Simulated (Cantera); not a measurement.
Feed: 1 mol Si, 0.61 mol HCl, 1.6 mol H2, equilibrated at 22.0 bar.

Method: chemical equilibrium by Gibbs-energy minimisation in Cantera with the NASA 1993 tables (ideal gas, pure condensed phases). Candidate condensed phases: Si; 19 gas species. The tables' values for SiCl3 are old estimates; treat these amounts as uncertain. The numbers say what is thermodynamically allowed, not how fast it happens. All values below are at 1048 K.

Base state: H2 0.903, SiHCl3 0.0498, SiCl4 0.0316, SiH2Cl2 0.00892, HCl 0.00587, SiH3Cl 0.000415, SiCl3 0.000350, SiCl2 7.10e-5 (mole fractions); condensed: Si(s).

Problem. What changes in the equilibrium state with this change: HCl from 0.61 to 1.3 mol?

Solution. 
| species | before | after |
|---|---|---|
| H2 | 0.903 | 0.840 |
| SiHCl3 | 0.0498 | 0.0793 |
| SiCl4 | 0.0316 | 0.0617 |
| SiH2Cl2 | 0.00892 | 0.0116 |
| SiCl3 | 0.000350 | 0.000578 |
| SiCl2 | 7.10e-5 | 9.92e-5 |
| HCl | 0.00587 | 0.00669 |
| Si(s), mol | 0.815 | 0.613 |
